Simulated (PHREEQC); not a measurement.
## Alkaline etch or developer: an equilibrium model

Make-up at 25 °C: 0.26 mol CsOH, 0.014 mol CO2 and 0.00084 mol Na2CO3 per kg of water. Closed to the air; pH follows from the charge balance.

The numbers come from PHREEQC with the ion-association model, wateq4f.dat.

Each row changes one thing in this solution. Precipitation was switched off in this run.

```json
[
 {"case": "as made", "pH": "13.20", "ionic strength (mol/kgw)": "0.276", "Na+ (mol/kgw)": "0.00156", "NaCO3- (mol/kgw)": "0.000119", "HCO3- (mol/kgw)": "7.56e-6", "NaHCO3 (mol/kgw)": "3.29e-9", "SI of Natron (Na2CO3:10H2O)": "-7.00", "SI of Nahcolite (NaHCO3)": "-7.66"},
 {"case": "CO2 from 0.014 to 0.007 mol/kgw", "pH": "13.23", "ionic strength (mol/kgw)": "0.269", "Na+ (mol/kgw)": "0.00161", "NaCO3- (mol/kgw)": "6.57e-5", "HCO3- (mol/kgw)": "3.78e-6", "NaHCO3 (mol/kgw)": "1.71e-9", "SI of Natron (Na2CO3:10H2O)": "-7.25", "SI of Nahcolite (NaHCO3)": "-7.94"},
 {"case": "temperature from 25 to 55 °C", "pH": "12.34", "ionic strength (mol/kgw)": "0.276", "Na+ (mol/kgw)": "0.00131", "NaCO3- (mol/kgw)": "0.000365", "HCO3- (mol/kgw)": "3.43e-5", "NaHCO3 (mol/kgw)": "1.21e-8", "SI of Natron (Na2CO3:10H2O)": "-8.26", "SI of Nahcolite (NaHCO3)": "-7.34"},
 {"case": "Na2CO3 replaced by NaHF2 at the same molality", "pH": "13.20", "ionic strength (mol/kgw)": "0.275", "Na+ (mol/kgw)": "0.000783", "NaCO3- (mol/kgw)": "5.68e-5", "HCO3- (mol/kgw)": "7.19e-6", "NaHCO3 (mol/kgw)": "1.57e-9", "SI of Natron (Na2CO3:10H2O)": "-7.62", "SI of Nahcolite (NaHCO3)": "___"},
 {"case": "0.15 mol/kgw KHSO4 added", "pH": "___", "ionic strength (mol/kgw)": "0.533", "Na+ (mol/kgw)": "0.00140", "NaCO3- (mol/kgw)": "8.89e-5", "HCO3- (mol/kgw)": "1.97e-5", "NaHCO3 (mol/kgw)": "6.71e-9", "SI of Natron (Na2CO3:10H2O)": "___", "SI of Nahcolite (NaHCO3)": "-7.32"},
 {"case": "CO2 replaced by Cs2CO3 at the same molality", "pH": "13.25", "ionic strength (mol/kgw)": "0.304", "Na+ (mol/kgw)": "0.00156", "NaCO3- (mol/kgw)": "0.000116", "HCO3- (mol/kgw)": "6.66e-6", "NaHCO3 (mol/kgw)": "2.85e-9", "SI of Natron (Na2CO3:10H2O)": "-7.02", "SI of Nahcolite (NaHCO3)": "-7.72"},
 {"case": "CO2 from 0.014 to 0.021 mol/kgw", "pH": "13.17", "ionic strength (mol/kgw)": "___", "Na+ (mol/kgw)": "0.00151", "NaCO3- (mol/kgw)": "0.000169", "HCO3- (mol/kgw)": "1.18e-5", "NaHCO3 (mol/kgw)": "4.96e-9", "SI of Natron (Na2CO3:10H2O)": "-6.87", "SI of Nahcolite (NaHCO3)": "-7.48"}
]
```

Problem. What belongs in the gaps?

Solution. 
- Na2CO3 replaced by NaHF2 at the same molality, SI of Nahcolite (NaHCO3): -7.98
- 0.15 mol/kgw KHSO4 added, pH: 12.72
- 0.15 mol/kgw KHSO4 added, SI of Natron (Na2CO3:10H2O): -7.22
- CO2 from 0.014 to 0.021 mol/kgw, ionic strength (mol/kgw): 0.283

At this temperature some constants are extrapolated from 25 °C, and those without enthalpy data are left unchanged.
